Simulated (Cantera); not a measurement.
A Cantera script and what it prints.

```python
import numpy as np
import cantera as ct

gas_names = """
    C CO COS CO2 CS CS2 C2 C2O C3 C3O2 C4 C5 Mg MgO MgS Mg2 O O2 O3 S SO SO2 SO3 S2 S2O S8
""".split()
cond_names = """
    C(gr) Mg(cr) Mg(L) MgCO3(s) MgO(s) MgO(L) MgS(s) MgSO4(s) MgSO4(L) S(cr1) S(cr2) S(L)
""".split()


def load(file, names, dense=False):
    # The tables refer to 1 bar. Condensed volumes are neglected.
    table = {s.name: s for s in ct.Species.list_from_file(file)}
    out = []
    for n in names:
        d = dict(table[n].input_data)
        d["thermo"] = dict(d["thermo"], **{"reference-pressure": 1e5})
        if dense:
            d["equation-of-state"] = {"model": "constant-volume", "density": "1e6 g/cm^3"}
        out.append(ct.Species.from_dict(d))
    return out


gas = ct.Solution(thermo="ideal-gas", species=load("nasa_gas.yaml", gas_names))
cond = {s.name: ct.Solution(thermo="fixed-stoichiometry", species=[s], name=s.name)
        for s in load("nasa_condensed.yaml", cond_names, dense=True)}
atoms = {
    'MgO': {'Mg': 1, 'O': 1},
    'SO3': {'S': 1, 'O': 3},
    'CO2': {'C': 1, 'O': 2},
}
top_T = {'C(gr)': 4500, 'MgS(s)': 2250}  # K; cautious upper limits of use, not melting points


def equilibrate(T, P, feed):
    n = {}
    for name, mol in feed.items():
        for a, k in atoms[name].items():
            n[a] = n.get(a, 0.0) + k * mol
    gas.TPX = T, P, n
    mass = sum(n.values()) * gas.mean_molecular_weight
    gas.equilibrate("TP")
    valid = [c for c in cond.values() if c.min_temp <= T <= top_T.get(c.name, c.max_temp)]
    mix = ct.Mixture([(gas, mass / gas.mean_molecular_weight)] + [(c, 0.0) for c in valid])
    mix.T, mix.P = T, P
    mix.equilibrate("TP", solver="vcs", rtol=1e-11, max_steps=5000)
    return mix


results = []
feed = {'MgO': 1, 'SO3': 0.053, 'CO2': 1.4}  # mol
T = 1298.15  # K
for P in [1000, 2600, 6700, 17000, 45000, 120000, 300000, 770000, 2000000]:
    mix = equilibrate(T, P, feed)
    results.append((T, P, feed, dict(zip(mix.species_names, mix.species_moles))))
    x = sorted(zip(gas.X, gas.species_names), reverse=True)
    print(f"T = {T:g} K  P = {P:g} Pa  gas = {mix.phase_moles(0):.4g} mol")
    print("   x: " + "  ".join(f"{s} {v:.3e}" for v, s in x if v > 0.0001))
    print("   condensed (mol): " + ("  ".join(f"{mix.phase(i).name} {mix.phase_moles(i):.4g}"
          for i in range(1, mix.n_phases) if mix.phase_moles(i) > 1e-12) or "none"))
```

It prints:

```
T = 1298.15 K  P = 1000 Pa  gas = 1.479 mol
   x: CO2 9.463e-01  SO2 3.576e-02  O2 1.789e-02
   condensed (mol): MgO(s) 1
T = 1298.15 K  P = 2600 Pa  gas = 1.479 mol
   x: CO2 9.463e-01  SO2 3.573e-02  O2 1.787e-02
   condensed (mol): MgO(s) 1
T = 1298.15 K  P = 6700 Pa  gas = 1.479 mol
   x: CO2 9.463e-01  SO2 3.567e-02  O2 1.784e-02  SO3 1.525e-04
   condensed (mol): MgO(s) 1
T = 1298.15 K  P = 17000 Pa  gas = 1.479 mol
   x: CO2 9.464e-01  SO2 3.559e-02  O2 1.779e-02  SO3 2.420e-04
   condensed (mol): MgO(s) 1
T = 1298.15 K  P = 45000 Pa  gas = 1.479 mol
   x: CO2 9.464e-01  SO2 3.544e-02  O2 1.772e-02  SO3 3.913e-04
   condensed (mol): MgO(s) 1
T = 1298.15 K  P = 120000 Pa  gas = 1.479 mol
   x: CO2 9.466e-01  SO2 3.520e-02  O2 1.760e-02  SO3 6.326e-04
   condensed (mol): MgO(s) 1
T = 1298.15 K  P = 300000 Pa  gas = 1.479 mol
   x: CO2 9.467e-01  SO2 3.486e-02  O2 1.743e-02  SO3 9.855e-04
   condensed (mol): MgO(s) 1
T = 1298.15 K  P = 770000 Pa  gas = 1.468 mol
   x: CO2 9.534e-01  SO2 3.020e-02  O2 1.510e-02  SO3 1.273e-03
   condensed (mol): MgO(s) 0.9932  MgSO4(s) 0.00679
T = 1298.15 K  P = 2e+06 Pa  gas = 1.426 mol
   x: CO2 9.821e-01  SO2 1.163e-02  O2 5.813e-03  SO3 4.901e-04
   condensed (mol): MgO(s) 0.9643  MgSO4(s) 0.03573
```

Equilibrium computed with Cantera from the NASA thermochemical tables; the gas is ideal and each condensed phase is pure. Mutual solubility and eutectic melting of coexisting phases are not modelled.
